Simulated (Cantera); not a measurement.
A diamond (100) surface in a fixed gas of H2 with x(CH4) = 0.011, x(CH3) = 0.00029, at 1400 K, 35.3 Torr; coverages are run to steady state.

Cantera simulation using the Harris–Goodwin 1993 mechanism for the reconstructed diamond (100) surface; the numbers are that mechanism's predictions, not measurements.

θ: site fractions in the mechanism's names (c6HH fully hydrogenated, c6H* and c6*H radical sites, c6** diradical, c6HM methylated).

```tsv
x(H)	growth (µm/h)	θ c6HH	θ c6H*	θ c6*H	θ c6**	θ c6HM
0.0001	0.0109	0.710	0.0282	0.258	0.00317	___
0.00021	0.0564	0.589	0.0396	0.362	0.00837	___
0.00042	0.206	0.491	0.0483	0.443	0.0172	___
0.00088	0.612	0.417	0.0544	0.498	0.0300	___
0.0018	1.31	0.373	0.0574	0.525	0.0428	___
0.0037	2.17	0.349	0.0588	0.538	0.0532	___
0.0077	3.05	0.336	0.0595	0.544	0.0602	0.000100
0.016	3.93	0.329	0.0598	0.546	0.0643	0.000104
0.033	5.03	0.326	0.0601	0.547	0.0664	0.000103
```

**Question.** Some entries are withheld; supply them.

**Answer.** 
- 0.0001, θ c6HM: 3.08e-5
- 0.00021, θ c6HM: 4.38e-5
- 0.00042, θ c6HM: 5.53e-5
- 0.00088, θ c6HM: 6.73e-5
- 0.0018, θ c6HM: 7.96e-5
- 0.0037, θ c6HM: 9.15e-5
